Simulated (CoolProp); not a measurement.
Vapour pressure (MPa) of ethylene: the reference equation beside estimates from Tc = 282.4 K, pc = 5.042 MPa, ω = 0.087. Clausius-Clapeyron is anchored at 140.4 K with a constant enthalpy of vaporisation of 14.63 kJ/mol.

The numbers come from the reference Helmholtz-energy equation of state, Smukala 2000 in CoolProp.

```
T (K)  reference  Lee-Kesler  Clausius-Clapeyron  Redlich-Kwong
-----  ---------  ----------  ------------------  -------------
140.4    0.01229     0.01218             0.01229        0.01055
157      0.04581     0.04531             0.04624        0.04430
173.5     0.1283      0.1275              0.1343         0.1321
190.1     0.2968      0.2963              0.3256         0.3146
206.7     0.5938      0.5944              0.6849         0.6363
223.3      1.067       1.068               1.290          1.142
239.8      1.763       1.762               2.218          1.869
256.4      2.746       2.743               3.568          2.866
```

Absolute difference from the reference over all 8 rows, mean and median: Lee-Kesler 0.4 and 0.1 %, Clausius-Clapeyron 13.4 and 12.5 %, Redlich-Kwong 6.4 and 6.0 %.
